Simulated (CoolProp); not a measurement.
CF4 (R14) at 293.15 K and 0.157 MPa flows at 17 m/s in a round tube of 1 mm bore and 1.5 µm roughness, fully developed (64/Re and Nu = 3.66 if laminar; Colebrook and Gnielinski if turbulent). Each further row changes one setting.

The numbers come from the reference Helmholtz-energy equation of state, Platzer 1990 in CoolProp. This equation is an older, rougher fit.

```
case             Reynolds number  Darcy friction factor  pressure drop (Pa/m)  heat-transfer coefficient (W/(m² K))  mass flow (kg/h)
---------------  ---------------  ---------------------  --------------------  ------------------------------------  ----------------
as stated                   5700                 0.0378            (withheld)                            (withheld)             0.274
velocity 34 m/s            11400                 0.0322            (withheld)                                   571             0.548
diameter 2 mm              11400                 0.0310                 12800                                   275              1.10
```

**Question.** What belongs in the gaps?

**Answer.** 
- as stated, pressure drop (Pa/m): 31100
- as stated, heat-transfer coefficient (W/(m² K)): 307
- velocity 34 m/s, pressure drop (Pa/m): 106000

Viscosity comes from a separate model (Huber 2003), an estimate that may be off by 10 % or more. Thermal conductivity comes from a separate model (Huber 2003), an estimate that may be off by 10 % or more.
